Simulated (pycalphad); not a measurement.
Computed with pycalphad from the COST 507 light-alloy database (1999), at 1 atm. The database dates from 1999; later assessments differ in places, in temperatures and in the compounds included. Phase fractions are per mole of atoms.

Give the equilibrium state of Si-1.214Sn (wt.%) at 527 °C.


```
T = 800.00 K, P = 101325 Pa, N = 1 mol of atoms
G = -21568 J/mol, H = 11801 J/mol, S = 41.71 J/(mol K)  (SER reference)
chemical potentials (J/mol): Si -21475, Sn -53290
phase             fraction      x(Si)      x(Sn)
DIAMOND_A4          0.9971     1.0000   4.22e-07
LIQUID              0.0029   0.000333     0.9997
```

Give the equilibrium state of Si-1.214Sn (wt.%) at 227 °C.


```
T = 500.00 K, P = 101325 Pa, N = 1 mol of atoms
G = -10663 J/mol, H = 4443 J/mol, S = 30.21 J/(mol K)  (SER reference)
chemical potentials (J/mol): Si -10615, Sn -27180
phase             fraction      x(Si)      x(Sn)
DIAMOND_A4          0.9971     1.0000   1.89e-07
BCT_A5              0.0029       none     1.0000
```

DIAMOND_A4 is diamond (Si); BCT_A5 is bct (Sn). An entry "none" or "no" means that the model of the phase leaves that element out.
